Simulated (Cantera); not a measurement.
A closed system holds: 1 mol C₃H₆, 9.7 mol H₂, at 525 °C and 10.0 bar.

Method: chemical equilibrium by Gibbs-energy minimisation in Cantera with the NASA 1993 tables (ideal gas, pure condensed phases). Candidate condensed phases: C, C₆H₆, C₇H₈, C₈H₁₈; 76 gas species. Equilibrium is a limit: real reactors are often held back by kinetics, nucleation or transport.

Task: What is the equilibrium state?

Result: 
- x(H₂): 0.691
- x(CH₄): 0.309
- x(C₂H₆): 2.70e-6
- gas amount: 9.700 mol
- log10 activity of C(graphite) (absent): -1.33
